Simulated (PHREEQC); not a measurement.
1 kg of water holding 0.0048 mol MgCl2 and 0.33 mol NaCl is evaporated at 25 °C; the solids stay in contact with the brine. CO2 from the air is kept out. The run lets Bischofite, Brucite, Halite, MgCl2_4H2O precipitate or redissolve, and no other solid.

The series has 28 steps of water left (kg), from 1 to 0.005012.

The numbers come from PHREEQC with the Pitzer model, pitzer.dat.

Problem. Which solids form, in which order, and at which step of the series does each first stand?

Solution. Halite from water left = 0.05275 kg.
